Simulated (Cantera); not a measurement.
A closed system holds: 1 mol Si, 0.49 mol CO₂, 1.9 mol N₂, held at 1052 °C and 0.00120 Torr.

Method: chemical equilibrium by Gibbs-energy minimisation in Cantera with the NASA 1993 tables (ideal gas, pure condensed phases). Candidate condensed phases: C, Si, SiC, SiO₂, Si₂N₂O, Si₃N₄; 34 gas species. N₂ is the only nitrogen source here; it is nearly inert below about 1500 K, so the nitride shown seldom forms there in practice. Mutual solubility and eutectic melting of coexisting phases are not modelled. The numbers say what is thermodynamically allowed, not how fast it happens.

Base state: N₂ 0.725, CO 0.216, SiO 0.0589 (mole fractions); condensed: SiC(s) + Si₂N₂O(s).

### Question
What changes in the equilibrium state with this change: Si replaced by Si₃N₄?

### Answer
```csv
species,before,after
N₂,0.725,0.996
SiO,0.0589,0.00364
CO,0.216,9.61e-5
Si,3.54e-6,4.17e-5
"SiC(s), mol",0.0469,0.490
"Si₂N₂O(s), mol",0.416,0.970
"Si₃N₄(s), mol",0,0.187
```
